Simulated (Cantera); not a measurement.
Feed: 1 mol MgO, a varied amount of I2, 0.098 mol O2, equilibrated at 1625 K and 0.133 bar.

These are equilibrium values from Cantera (NASA tables, ideal gas, pure condensed phases), not measurements of a reactor. Candidate condensed phases: I2, Mg, MgI2, MgO; 10 gas species. The numbers say what is thermodynamically allowed, not how fast it happens.

x: gas mole fraction; n: condensed amount in mol.

| n(I2) (mol) | x I | x O2 | x I2 | x O | x MgI2 | n MgO(s) |
|---|---|---|---|---|---|---|
| 0.018 | 0.265 | 0.733 | 0.00236 | 4.56e-5 | ? | 1.00 |
| 0.071 | 0.576 | 0.413 | 0.0112 | 3.43e-5 | ? | 1.00 |
| 0.12 | 0.689 | 0.295 | 0.0160 | 2.89e-5 | ? | 1.00 |
| 0.18 | 0.762 | 0.218 | 0.0196 | 2.49e-5 | ? | 1.00 |
| 0.23 | 0.799 | 0.179 | 0.0215 | 2.26e-5 | ? | 1.00 |
| 0.28 | 0.825 | 0.152 | 0.0230 | 2.08e-5 | ? | 1.00 |
| 0.33 | 0.844 | 0.132 | 0.0240 | 1.94e-5 | ? | 1.00 |
| 0.38 | 0.858 | 0.117 | 0.0248 | 1.82e-5 | ? | 1.00 |
| 0.44 | 0.872 | 0.103 | 0.0256 | 1.71e-5 | 6.37e-7 | 1.000 |
| 0.49 | 0.881 | 0.0933 | 0.0262 | 1.63e-5 | 6.82e-7 | 1.000 |
| 0.54 | 0.888 | 0.0854 | 0.0266 | 1.56e-5 | 7.25e-7 | 1.000 |

Problem. Some entries are withheld; supply them.

Solution. 
- 0.018, x MgI2: 2.20e-8
- 0.071, x MgI2: 1.39e-7
- 0.12, x MgI2: 2.35e-7
- 0.18, x MgI2: 3.34e-7
- 0.23, x MgI2: 4.05e-7
- 0.28, x MgI2: 4.68e-7
- 0.33, x MgI2: 5.25e-7
- 0.38, x MgI2: 5.78e-7
